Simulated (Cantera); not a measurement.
**Thermodynamics of silicon etching in halogen gases, feed Si + HCl + N₂**

Charge: 1 mol Si, 1.1 mol HCl, 5.5 mol N₂, held at 0.00133 bar.

Method: chemical equilibrium by Gibbs-energy minimisation in Cantera with the NASA 1993 tables (ideal gas, pure condensed phases). Candidate condensed phases: NH₄Cl, Si, Si₃N₄; 28 gas species. N₂ is the only nitrogen source here; it is nearly inert below about 1500 K, so the nitride shown seldom forms there in practice. The tables' values for SiCl₃ are old estimates; treat these amounts as uncertain. Equilibrium is a limit: real reactors are often held back by kinetics, nucleation or transport.

From 500 K to 1400 K the condensed part is Si₃N₄(s). The main Si-bearing gas is SiCl₄ at 500 K and SiCl₂ at 1400 K. The share of Si in condensed phases is highest at 1100 K (92.2 %) and lowest at 1400 K (79.7 %).

| T (K) | x N₂ | x HCl | x H₂ | x SiCl₂ | x SiCl₄ | x SiCl₃ | x Cl | x SiHCl₃ | n Si₃N₄(s) |
|---|---|---|---|---|---|---|---|---|---|
| 500 | 0.842 | 0.0725 | 0.0573 | <1e-12 | 0.0287 | <1e-12 | <1e-12 | 3.61e-8 | 0.277 |
| 600 | 0.837 | 0.0931 | 0.0469 | <1e-12 | 0.0234 | 1.30e-10 | <1e-12 | 3.24e-7 | 0.287 |
| 700 | 0.833 | 0.108 | 0.0395 | 3.31e-12 | 0.0198 | 1.41e-8 | <1e-12 | 1.48e-6 | 0.295 |
| 800 | 0.831 | 0.118 | 0.0344 | 1.39e-9 | 0.0172 | 4.64e-7 | 5.22e-11 | 4.53e-6 | 0.300 |
| 900 | 0.829 | 0.125 | 0.0307 | 1.50e-7 | 0.0153 | 6.94e-6 | 2.23e-9 | 1.07e-5 | 0.303 |
| 1000 | 0.828 | 0.130 | 0.0279 | 6.24e-6 | 0.0139 | 5.98e-5 | 4.51e-8 | 2.10e-5 | 0.306 |
| 1100 | 0.827 | 0.134 | 0.0259 | 0.000129 | 0.0126 | 0.000342 | 5.28e-7 | 3.60e-5 | 0.307 |
| 1200 | 0.826 | 0.136 | 0.0250 | 0.00153 | 0.0107 | 0.00136 | 4.03e-6 | 5.34e-5 | 0.306 |
| 1300 | 0.823 | 0.130 | 0.0270 | 0.00993 | 0.00610 | 0.00319 | 2.03e-5 | 5.75e-5 | 0.295 |
| 1400 | 0.821 | 0.109 | 0.0364 | 0.0291 | 0.00133 | 0.00302 | 6.27e-5 | 3.14e-5 | 0.266 |
x: gas mole fraction; n: condensed amount in mol.
